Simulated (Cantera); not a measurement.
Cantera run, input and output.

```python
import numpy as np
import cantera as ct

gas = ct.Solution("gri30.yaml")
gas.TPX = 1598, 15000, {'C2H6': 1, 'H2': 5.3}
inlet = ct.Reservoir(gas, clone=True)

reactor = ct.IdealGasConstPressureReactor(gas, energy="off", clone=False)
exhaust = ct.Reservoir(gas, clone=True)
tau = [5.8, 2.8, 1.3, 0.62, 0.3, 0.14, 0.067, 0.032, 0.015, 0.0071, 0.0034][0]
for a, b in ((inlet, reactor), (reactor, exhaust)):
    ct.MassFlowController(a, b, mdot=lambda t: reactor.mass / tau)
net = ct.ReactorNet([reactor])
show = ['C2H6', 'H2', 'CH4', 'CH2', 'C2H']

rows = []
print(f"{'tau/s':>10s}{'T/K':>9s}" + "".join(f"{s:>11s}" for s in show))
for tau in [5.8, 2.8, 1.3, 0.62, 0.3, 0.14, 0.067, 0.032, 0.015, 0.0071, 0.0034]:
    net.initial_time = 0.0
    net.advance(30 * tau)
    before = gas.X
    net.advance(40 * tau)
    drift = np.max(np.abs(gas.X - before) / (gas.X + 1e-9))
    rows.append([gas.T, *gas[show].X, drift])
    print(f"{tau:10.3e}{gas.T:9.1f}" + "".join(f"{x:11.3e}" for x in gas[show].X))
```

Result:

```
     tau/s      T/K       C2H6         H2        CH4        CH2        C2H
 5.800e+00   1598.0  1.047e-05  8.602e-01  3.048e-02  1.530e-08  5.919e-08
 2.800e+00   1598.0  1.947e-05  8.559e-01  3.742e-02  2.137e-08  6.195e-08
 1.300e+00   1598.0  3.731e-05  8.511e-01  4.495e-02  3.133e-08  6.703e-08
 6.200e-01   1598.0  6.883e-05  8.469e-01  5.164e-02  4.653e-08  7.486e-08
 3.000e-01   1598.0  1.235e-04  8.432e-01  5.746e-02  6.998e-08  8.570e-08
 1.400e-01   1598.0  2.255e-04  8.394e-01  6.324e-02  1.087e-07  1.002e-07
 6.700e-02   1598.0  4.017e-04  8.354e-01  6.912e-02  1.665e-07  1.162e-07
 3.200e-02   1598.0  7.174e-04  8.309e-01  7.569e-02  2.531e-07  1.327e-07
 1.500e-02   1598.0  1.305e-03  8.255e-01  8.314e-02  3.833e-07  1.476e-07
 7.100e-03   1598.0  2.366e-03  8.197e-01  9.085e-02  5.671e-07  1.572e-07
 3.400e-03   1598.0  4.268e-03  8.136e-01  9.809e-02  8.204e-07  1.575e-07
```

Cantera simulation using GRI-Mech 3.0 (53 species, 325 reactions); the numbers are that mechanism's predictions, not measurements. GRI-Mech 3.0 stops at C3 and has no aromatics, soot or wall deposition, so with more carbon than oxygen in the feed, carbon stays in small species such as C2H2 where larger ones or solid carbon would form.
